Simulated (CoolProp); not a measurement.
Values from CoolProp's reference Helmholtz-energy equation of state, Lemmon and Jacobsen 2000.

Give the vapour pressure (bar), enthalpy of vaporisation (kJ/kg), vapour Z, surface tension (mN/m) of saturated R143a at -59.95, -29.85 °C.


```json
[
 {"T (°C)": "-59.95", "p (bar)": "0.532", "enthalpy of vaporisation (kJ/kg)": "235", "vapour Z": "0.967", "surface tension (mN/m)": "16.2"},
 {"T (°C)": "-29.85", "p (bar)": "2.16", "enthalpy of vaporisation (kJ/kg)": "214", "vapour Z": "0.920", "surface tension (mN/m)": "11.8"}
]
```

Surface tension comes from a separate correlation (Mulero 2014).
